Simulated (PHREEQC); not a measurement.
Dissolve 190 mmol/kgw ZnSO4, 15 mmol/kgw Na2SO4 and 61 mmol/kgw H2SO4 at 25 °C. Closed to the air; pH follows from the charge balance.

Equilibrium calculation in PHREEQC: ion-association model, phreeqc.dat.

Each row changes one thing in this solution. No solid was allowed to form.

```csv
case,pH,ionic strength (mol/kgw),Zn+2 (mol/kgw),HSO4- (mol/kgw),SO4-2 (mol/kgw),ZnSO4 (mol/kgw),SI of Zn(OH)2(e) (Zn(OH)2)
as made,1.42,0.463,0.0961,0.0726,0.0681,0.0645,-10.34
ZnSO4 from 0.19 to 0.095 mol/kgw,1.36,0.291,0.0500,0.0668,0.0459,0.0333,-10.66
0.0069 mol/kgw NaNO3 added,1.42,0.471,0.0966,(withheld),0.0684,0.0642,-10.34
temperature from 25 to 20 °C,1.40,0.467,(withheld),0.0701,0.0691,0.0637,-10.38
H2SO4 from 0.061 to 0.0061 mol/kgw,2.44,0.402,0.0894,0.00746,0.0683,0.0680,(withheld)
H2SO4 from 0.061 to 0.305 mol/kgw,0.69,0.737,0.115,0.338,0.0733,0.0546,-11.80
H2SO4 replaced by Fe2(SO4)3 at the same molality,2.63,0.555,0.0838,0.00573,0.0948,0.0669,-8.00
Na2SO4 left out,1.40,0.438,0.0991,0.0707,0.0622,0.0638,-10.35
```

**Question.** Fill in the missing entries.

**Answer.** 
- 0.0069 mol/kgw NaNO3 added, HSO4- (mol/kgw): 0.0725
- temperature from 25 to 20 °C, Zn+2 (mol/kgw): 0.0958
- H2SO4 from 0.061 to 0.0061 mol/kgw, SI of Zn(OH)2(e) (Zn(OH)2): -8.31

The ionic strength passes 0.7 mol/kgw, the rough limit of the ion-association models, in H2SO4 from 0.061 to 0.305 mol/kgw. Some of these states are supersaturated (in Hematite (slow to form), Goethite (slow to form), for instance).
